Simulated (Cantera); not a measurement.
Input (Python, Cantera) and output of one run.

```python
import numpy as np
import cantera as ct

gas_names = """
    C CH CH2 CH3 CH2OH CH3O CH4 CH3OH CN CO CO2 COOH C2 C2H CHCO,ketyl C2H2,acetylene C2H2,vinylidene
    CH2CO,ketene C2H3,vinyl CH3CN CH3CO,acetyl C2H4 C2H4O,ethylen CH3CHO,ethanal CH3COOH (HCOOH)2 C2H5
    C2H6 CH3OCH3 C2H5OH CCN CNC C2N2 C2O C3 C3H3,propargyl C3H4,allene C3H4,propyne C3H4,cyclo-
    C3H5,allyl C3H6,propylene C3H6,cyclo- C3H6O C3H7,n-propyl C3H7,i-propyl C3H8 C3H8O,1propanol
    C3H8O,2propanol C3O2 C4 C4H2 C4H4,1,3-cyclo- C4H6,butadiene C4H6,2-butyne C4H6,cyclo- C4H8,1-butene
    C4H8,cis2-buten C4H8,tr2-butene C4H8,isobutene C4H8,cyclo- (CH3COOH)2 C4H9,n-butyl C4H9,i-butyl
    C4H9,s-butyl C4H9,t-butyl C4H10,isobutane C4H10,n-butane C4N2 C5 C5H6,1,3cyclo- C5H8,cyclo-
    C5H10,1-pentene C5H10,cyclo- C5H11,pentyl C5H11,t-pentyl C5H12,n-pentane C5H12,i-pentane
    CH3C(CH3)2CH3 C6H2 C6H5,phenyl C6H5O,phenoxy C6H6 C6H5OH,phenol C6H10,cyclo- C6H12,1-hexene
    C6H12,cyclo- C6H13,n-hexyl C7H7,benzyl C7H8 C7H8O,cresol C7H14,1-heptene C7H15,n-heptyl
    C7H16,n-heptane C8H8,styrene C8H10,ethylbenz C8H16,1-octene C8H17,n-octyl C8H18,isooctane
    C8H18,n-octane C9H19,n-nonyl C10H8,naphthale C10H21,n-decyl C12H9,o-bipheny C12H10,bipheny H HCN HCO
    HCCN HNC HNCO HNO HNO2 HNO3 HO2 H2 HCHO,formaldehy HCOOH H2O H2O2 N NCO NH NH2 NH3 NH2OH NO NO2 NO3
    N2 N2H2 N2H4 N2O O OH O2 O3 Si SiC SiC2 SiC4H12 SiH SiH2 SiH3 SiH4 SiN SiO SiO2 Si2 Si2C Si2N Si3
""".split()
cond_names = """
    C(gr) C6H6(L) C7H8(L) C8H18(L),n-octa H2O(s) H2O(L) Si(cr) Si(L) SiC(b) SiO2(Lqz) SiO2(hqz) SiO2(L)
    Si2N2O(s) Si3N4(a)
""".split()


def load(file, names, dense=False):
    # The tables refer to 1 bar. Condensed volumes are neglected.
    table = {s.name: s for s in ct.Species.list_from_file(file)}
    out = []
    for n in names:
        d = dict(table[n].input_data)
        d["thermo"] = dict(d["thermo"], **{"reference-pressure": 1e5})
        if dense:
            d["equation-of-state"] = {"model": "constant-volume", "density": "1e6 g/cm^3"}
        out.append(ct.Species.from_dict(d))
    return out


gas = ct.Solution(thermo="ideal-gas", species=load("nasa_gas.yaml", gas_names))
cond = {s.name: ct.Solution(thermo="fixed-stoichiometry", species=[s], name=s.name)
        for s in load("nasa_condensed.yaml", cond_names, dense=True)}
atoms = {
    'HMDSO': {'Si': 2, 'C': 6, 'H': 18, 'O': 1},
    'O2': {'O': 2},
    'N2': {'N': 2},
}
top_T = {'C(gr)': 4500, 'SiC(b)': 3050, 'Si2N2O(s)': 2100, 'Si3N4(a)': 2400}  # K; cautious upper limits of use, not melting points


def equilibrate(T, P, feed):
    n = {}
    for name, mol in feed.items():
        for a, k in atoms[name].items():
            n[a] = n.get(a, 0.0) + k * mol
    gas.TPX = T, P, n
    mass = sum(n.values()) * gas.mean_molecular_weight
    gas.equilibrate("TP")
    valid = [c for c in cond.values() if c.min_temp <= T <= top_T.get(c.name, c.max_temp)]
    mix = ct.Mixture([(gas, mass / gas.mean_molecular_weight)] + [(c, 0.0) for c in valid])
    mix.T, mix.P = T, P
    mix.equilibrate("TP", solver="vcs", rtol=1e-11, max_steps=5000)
    return mix


results = []
feed = {'HMDSO': 1, 'O2': 0.17, 'N2': 23}  # mol
P = 81  # Pa
for T in [848, 948, 1048, 1148, 1248, 1348, 1448, 1548, 1648, 1748, 1848, 1948, 2048]:
    mix = equilibrate(T, P, feed)
    results.append((T, P, feed, dict(zip(mix.species_names, mix.species_moles))))

top = {s: max(r[3][s] / sum(r[3][g] for g in gas_names) for r in results) for s in gas_names}
cols = sorted((s for s in top if top[s] > 0.001), key=lambda s: -top[s])[:5]
seen = [c for c in cond_names if any(r[3].get(c, 0) > 1e-12 for r in results)]
print("log10 of partial pressures in bar; condensed amounts in mol")
print(f"{'T/K':>10s}" + "".join(f"{s[:9]:>10s}" for s in cols + seen))
for T, P, feed, n in results:
    ng = sum(n[g] for g in gas_names)
    print(f"{T:10.4g}" + "".join(f"{np.log10(max(n[s] / ng * P / 1e5, 1e-99)):10.3f}" for s in cols)
          + "".join(f"{n.get(c, 0):10.4g}" for c in seen))
```

It prints:

```
log10 of partial pressures in bar; condensed amounts in mol
       T/K        N2        H2        CO         H       HCN     C(gr)    SiC(b) SiO2(hqz) Si2N2O(s)
       848    -3.240    -3.631    -6.172   -12.536    -9.969     5.973         0    0.2094    0.8953
       948    -3.245    -3.633    -5.056   -11.097    -9.106      5.66         0         0         1
      1048    -3.245    -3.633    -5.056    -9.929    -8.406      5.66         0         0         1
      1148    -3.245    -3.633    -5.056    -8.962    -7.829     5.659         0         0         1
      1248    -3.245    -3.633    -5.056    -8.147    -7.345     5.658         0         0         1
      1348    -3.246    -3.637    -4.940    -7.454    -6.936     5.333    0.2154         0    0.8921
      1448    -3.253    -3.661    -4.488    -6.866    -6.598     2.654     1.998         0         0
      1548    -3.253    -3.661    -4.489    -6.342    -6.291     2.645     1.997         0         0
      1648    -3.253    -3.663    -4.489    -5.882    -6.022     2.628     1.995         0         0
      1748    -3.254    -3.666    -4.490    -5.474    -5.786     2.602     1.992         0         0
      1848    -3.256    -3.673    -4.492    -5.112    -5.577     2.566     1.983         0         0
      1948    -3.259    -3.686    -4.496    -4.790    -5.396      2.54     1.941         0         0
      2048    -3.267    -3.712    -4.503    -4.506    -5.241     2.619      1.75         0         0
```

Equilibrium computed with Cantera from the NASA thermochemical tables; the gas is ideal and each condensed phase is pure. The feed counts by its element totals alone. N2 is the only nitrogen source here; it is nearly inert below about 1500 K, so the nitride shown seldom forms there in practice. Mutual solubility and eutectic melting of coexisting phases are not modelled. The tables' values for SiN are old estimates; treat these amounts as uncertain.
